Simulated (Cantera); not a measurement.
Cantera run:

```python
import numpy as np
import cantera as ct

gas_names = [...]  # 92 gases of nasa_gas.yaml made of C, H, N
cond_names = """
    C(gr) C6H6(L) C7H8(L) C8H18(L),n-octa
""".split()


# ... load() reads the species with a 1 bar reference pressure and builds the phases ...
atoms = {
    'n-butane': {'C': 4, 'H': 10},
    'NH3': {'N': 1, 'H': 3},
}
top_T = {'C(gr)': 4500}  # K; cautious upper limits of use, not melting points


# ... equilibrate(T, P, feed) seeds the gas with the atoms and calls Mixture.equilibrate('TP', solver="vcs", rtol=1e-11, max_steps=5000) ...
results = []
T = 2200  # K
P = 3000  # Pa
for m in [0.011, 0.026, 0.061, 0.14, 0.34, 0.79, 1.9]:
    feed = {'n-butane': 1, 'NH3': m}  # mol
    mix = equilibrate(T, P, feed)
    results.append((T, P, feed, dict(zip(mix.species_names, mix.species_moles))))

top = {s: max(r[3][s] / sum(r[3][g] for g in gas_names) for r in results) for s in gas_names}
cols = sorted((s for s in top if top[s] > 1e-05), key=lambda s: -top[s])[:8]
seen = [c for c in cond_names if any(r[3].get(c, 0) > 1e-12 for r in results)]
print("log10 of partial pressures in bar; condensed amounts in mol")
print(f"{'n(NH3)':>10s}" + "".join(f"{s[:9]:>10s}" for s in cols + seen))
for T, P, feed, n in results:
    ng = sum(n[g] for g in gas_names)
    print(f"{feed['NH3']:10.4g}" + "".join(f"{np.log10(max(n[s] / ng * P / 1e5, 1e-99)):10.3f}" for s in cols)
          + "".join(f"{n.get(c, 0):10.4g}" for c in seen))
```

It prints:

```
log10 of partial pressures in bar; condensed amounts in mol
    n(NH3)        H2        N2         H       HCN C2H2,acet       HNC        CN     C(gr)
     0.011    -1.539    -4.700    -3.019    -4.640    -4.130    -5.743    -7.569      3.97
     0.026    -1.540    -4.257    -3.019    -4.419    -4.131    -5.521    -7.347     3.967
     0.061    -1.541    -3.845    -3.020    -4.214    -4.133    -5.317    -7.141     3.963
      0.14    -1.545    -3.468    -3.022    -4.027    -4.136    -5.129    -6.953     3.956
      0.34    -1.552    -3.093    -3.026    -3.844    -4.144    -4.946    -6.765     3.942
      0.79    -1.567    -2.779    -3.033    -3.694    -4.158    -4.796    -6.608      3.92
       1.9    -1.590    -2.516    -3.044    -3.574    -4.181    -4.677    -6.477     3.875
```

Cantera equilibrium calculation (NASA polynomials, part measured and part estimated; ideal gas, pure solids and liquids).
